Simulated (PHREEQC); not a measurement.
Synthetic water in mg/kgw, 25 °C, pH 2.56, pe 13: Na 14.4; K 25.5; Ca 186; Mg 23.5; Cl 142; S(6) as SO4 673; Cu(2) 0.0893; F 0.455.

Valence states are taken as typed.

Model: ion-association model, phreeqc.dat, run in PHREEQC.

Task: The ionic strength comes out as 0.0230 mol/kgw. What activity coefficients do CaHSO4+, SO4-2, HSO4-, KSO4-, Mg+2 get?

Result: CaHSO4+ 0.86, SO4-2 0.56, HSO4- 0.86, KSO4- 0.87, Mg+2 0.58.

Precipitation was switched off in this run.
